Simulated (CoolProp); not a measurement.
Vapour-liquid equilibrium of p-xylene (1) + n-nonane (2) at 30.75 °C; x and y are mole fractions of (1).

Model: multi-fluid Helmholtz-energy mixture model, Zhou 2012 and Lemmon 2006; pair parameters Bell 2016, in CoolProp.

```json
[
 {"x": "0.05", "bubble pressure (kPa)": "0.8786", "y at the bubble point": "0.105", "dew pressure at overall composition x (kPa)": "0.8510", "liquid density (mol/L)": "5.622"},
 {"x": "0.125", "bubble pressure (kPa)": "0.9505", "y at the bubble point": "0.236", "dew pressure at overall composition x (kPa)": "(withheld)", "liquid density (mol/L)": "5.762"},
 {"x": "0.2", "bubble pressure (kPa)": "1.018", "y at the bubble point": "0.344", "dew pressure at overall composition x (kPa)": "0.9298", "liquid density (mol/L)": "5.909"},
 {"x": "0.275", "bubble pressure (kPa)": "1.081", "y at the bubble point": "0.437", "dew pressure at overall composition x (kPa)": "(withheld)", "liquid density (mol/L)": "(withheld)"},
 {"x": "0.35", "bubble pressure (kPa)": "1.141", "y at the bubble point": "0.519", "dew pressure at overall composition x (kPa)": "1.021", "liquid density (mol/L)": "6.223"},
 {"x": "0.425", "bubble pressure (kPa)": "1.200", "y at the bubble point": "0.592", "dew pressure at overall composition x (kPa)": "1.072", "liquid density (mol/L)": "6.393"},
 {"x": "0.5", "bubble pressure (kPa)": "1.257", "y at the bubble point": "0.658", "dew pressure at overall composition x (kPa)": "(withheld)", "liquid density (mol/L)": "6.570"},
 {"x": "0.575", "bubble pressure (kPa)": "1.313", "y at the bubble point": "0.720", "dew pressure at overall composition x (kPa)": "(withheld)", "liquid density (mol/L)": "6.757"},
 {"x": "0.65", "bubble pressure (kPa)": "1.369", "y at the bubble point": "0.777", "dew pressure at overall composition x (kPa)": "1.250", "liquid density (mol/L)": "6.953"},
 {"x": "0.725", "bubble pressure (kPa)": "1.424", "y at the bubble point": "(withheld)", "dew pressure at overall composition x (kPa)": "1.318", "liquid density (mol/L)": "7.160"},
 {"x": "0.8", "bubble pressure (kPa)": "1.479", "y at the bubble point": "0.880", "dew pressure at overall composition x (kPa)": "(withheld)", "liquid density (mol/L)": "7.378"},
 {"x": "0.875", "bubble pressure (kPa)": "(withheld)", "y at the bubble point": "0.928", "dew pressure at overall composition x (kPa)": "1.473", "liquid density (mol/L)": "7.609"},
 {"x": "0.95", "bubble pressure (kPa)": "1.590", "y at the bubble point": "0.972", "dew pressure at overall composition x (kPa)": "1.562", "liquid density (mol/L)": "7.852"}
]
```

What belongs in the gaps?


- 0.125, dew pressure at overall composition x (kPa): 0.8889
- 0.275, dew pressure at overall composition x (kPa): 0.9739
- 0.275, liquid density (mol/L): 6.062
- 0.5, dew pressure at overall composition x (kPa): 1.127
- 0.575, dew pressure at overall composition x (kPa): 1.186
- 0.725, y at the bubble point: 0.830
- 0.8, dew pressure at overall composition x (kPa): 1.392
- 0.875, bubble pressure (kPa): 1.534

No azeotrope shows between x = 0.05 and 0.95.

Pair parameters are fitted to limited data, so mixtures are less certain than the pure fluids.
